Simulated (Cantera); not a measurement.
Cantera run, input and output.

```python
import numpy as np
import cantera as ct

gas = ct.Solution("gri30.yaml", transport_model="mixture-averaged")
show = ['NH3', 'OH', 'N2']

rows = []
print(f"{'T/K':>7s}{'rho':>11s}{'cp':>10s}{'mu':>11s}{'lambda':>11s}{'Pr':>7s}" + "".join(f"{'D_' + s:>11s}" for s in show))
for T in [400, 650, 900, 1150, 1400, 1650]:
    gas.TPX = T, 500000, {'NH3': 0.92, 'C3H8': 0.36, 'N2': 0.5}
    Pr = gas.cp_mass * gas.viscosity / gas.thermal_conductivity
    D = [gas.mix_diff_coeffs_mole[gas.species_index(s)] for s in show]
    rows.append([gas.density, gas.cp_mass, gas.viscosity, gas.thermal_conductivity, Pr, *D])
    print(f"{T:7g}{gas.density:11.4e}{gas.cp_mass:10.1f}{gas.viscosity:11.4e}"
          f"{gas.thermal_conductivity:11.4e}{Pr:7.3f}" + "".join(f"{d:11.4e}" for d in D))
print("SI units: kg/m3, J/kg/K, Pa s, W/m/K, m2/s")
```

Result:

```
    T/K        rho        cp         mu     lambda     Pr      D_NH3       D_OH       D_N2
    400 3.8472e+00    1846.2 1.5019e-05 3.7795e-02  0.734 5.5931e-06 9.6470e-06 6.0800e-06
    650 2.3675e+00    2355.7 2.2910e-05 6.9694e-02  0.774 1.3918e-05 2.2595e-05 1.4538e-05
    900 1.7099e+00    2747.0 2.9794e-05 1.0302e-01  0.794 2.4989e-05 3.9382e-05 2.5571e-05
   1150 1.3382e+00    3039.9 3.5937e-05 1.3592e-01  0.804 3.8403e-05 5.9540e-05 3.8841e-05
   1400 1.0992e+00    3262.5 4.1530e-05 1.6765e-01  0.808 5.3909e-05 8.2774e-05 5.4139e-05
   1650 9.3266e-01    3439.6 4.6700e-05 1.9792e-01  0.812 7.1342e-05 1.0887e-04 7.1321e-05
SI units: kg/m3, J/kg/K, Pa s, W/m/K, m2/s
```

Detailed kinetics in Cantera: GRI-Mech 3.0 (53 species, 325 reactions). Polar gases are described roughly by these parameters. The composition is frozen, though it would react at the higher temperatures.
